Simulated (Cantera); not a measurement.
Charge: 1 mol CS2, 6.1 mol H2O, at 2723 K and 18000 Pa.

These are equilibrium values from Cantera (NASA tables, ideal gas, pure condensed phases), not measurements of a reactor. Candidate condensed phases: C, C6H6, C7H8, C8H18, H2O, H2SO4, S; 123 gas species. Equilibrium is a limit: real reactors are often held back by kinetics, nucleation or transport.

Base state: H2 0.307, H2O 0.281, CO 0.0933, SO 0.0848, H 0.0809, SO2 0.0682, S 0.0242, OH 0.0194 (mole fractions); condensed: gas only.

Question: What changes in the equilibrium state with this change: H2O from 6.1 to 0.077 mol?

Answer: 
```json
[
 {"species": "CS", "before": "1.82e-7", "after": "0.457"},
 {"species": "S2", "before": "0.00981", "after": "0.210"},
 {"species": "S", "before": "0.0242", "after": "0.112"},
 {"species": "H2O", "before": "0.281", "after": "2.21e-8"},
 {"species": "H2", "before": "0.307", "after": "0.0260"},
 {"species": "SO2", "before": "0.0682", "after": "<1e-9"},
 {"species": "CS2", "before": "9.18e-9", "after": "0.106"},
 {"species": "OH", "before": "0.0194", "after": "5.25e-9"},
 {"species": "CO2", "before": "0.0126", "after": "5.90e-9"},
 {"species": "SO", "before": "0.0848", "after": "3.65e-7"},
 {"species": "H", "before": "0.0809", "after": "0.0235"},
 {"species": "CO", "before": "0.0933", "after": "0.0469"},
 {"species": "SH", "before": "0.0127", "after": "0.0171"},
 {"species": "O2", "before": "0.00120", "after": "<1e-9"},
 {"species": "O", "before": "0.00325", "after": "3.02e-9"},
 {"species": "S2O", "before": "0.000225", "after": "4.49e-9"}
]
```

Question: What changes in the equilibrium state with this change: H2O from 6.1 to 0.17 mol?

Answer: 
```tsv
species	before	after
CS	1.82e-7	0.372
S2	0.00981	0.210
S	0.0242	0.112
H2O	0.281	1.28e-7
H2	0.307	0.0611
SO2	0.0682	<1e-9
CS2	9.18e-9	0.0866
OH	0.0194	1.98e-8
CO2	0.0126	2.89e-8
SO	0.0848	8.96e-7
H	0.0809	0.0361
SH	0.0127	0.0262
CO	0.0933	0.0939
O2	0.00120	<1e-9
O	0.00325	7.41e-9
C2H2 (acetylene)	<1e-9	2.20e-5
S2O	0.000225	1.10e-8
```

Question: What changes in the equilibrium state with this change: temperature from 2723 K to 2400 K?

Answer: 
```json
[
 {"species": "H2O", "before": "0.281", "after": "0.349"},
 {"species": "H2", "before": "0.307", "after": "0.317"},
 {"species": "CO", "before": "0.0933", "after": "0.0955"},
 {"species": "H", "before": "0.0809", "after": "0.0211"},
 {"species": "SO", "before": "0.0848", "after": "0.0574"},
 {"species": "OH", "before": "0.0194", "after": "0.00427"},
 {"species": "S2", "before": "0.00981", "after": "0.0307"},
 {"species": "S", "before": "0.0242", "after": "0.0117"},
 {"species": "CO2", "before": "0.0126", "after": "0.0178"},
 {"species": "SH", "before": "0.0127", "after": "0.0148"},
 {"species": "SO2", "before": "0.0682", "after": "0.0745"},
 {"species": "O", "before": "0.00325", "after": "0.000190"},
 {"species": "O2", "before": "0.00120", "after": "8.66e-5"},
 {"species": "H2S", "before": "0.00180", "after": "0.00562"},
 {"species": "COS", "before": "2.23e-5", "after": "6.57e-5"},
 {"species": "S2O", "before": "0.000225", "after": "0.000572"}
]
```
